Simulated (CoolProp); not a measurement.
Saturation properties of CH2F2 (R32).

The numbers come from the reference Helmholtz-energy equation of state, Tillner-Roth 1997 in CoolProp.

| T (°C) | p (MPa) | liquid density (kg/m³) | vapour density (kg/m³) | liquid cp (kJ/(kg K)) | surface tension (mN/m) | liquid viscosity (µPa s) |
|---|---|---|---|---|---|---|
| -33.75 | 0.2336 | 1162 | 6.575 | 1.622 | 17.2 | 234 |
| -28.85 | 0.2867 | 1148 | 7.991 | 1.634 | 16.2 | 220 |
| -23.85 | 0.3500 | 1132 | 9.676 | 1.649 | 15.3 | 206 |
| -18.85 | 0.4237 | 1117 | 11.63 | 1.665 | 14.4 | 193 |
| -13.85 | 0.5087 | 1101 | 13.90 | 1.683 | 13.5 | 181 |
| -8.85 | 0.6062 | 1085 | 16.50 | 1.703 | 12.5 | 170 |
| -3.85 | 0.7174 | 1068 | 19.49 | 1.726 | 11.7 | 160 |
| 1.15 | 0.8435 | 1051 | 22.92 | 1.751 | 10.8 | 150 |
| 6.15 | 0.9856 | 1034 | 26.84 | 1.780 | 9.91 | 141 |
| 11.15 | 1.145 | 1015 | 31.31 | 1.814 | 9.06 | 133 |
| 16.15 | 1.324 | 996.5 | 36.43 | 1.852 | 8.23 | 125 |

It boils at -51.7 °C under 1 atm.

Viscosity comes from a separate model (Bell 2016), an estimate that may be off by 10 % or more. Surface tension comes from a separate correlation (Mulero 2012).
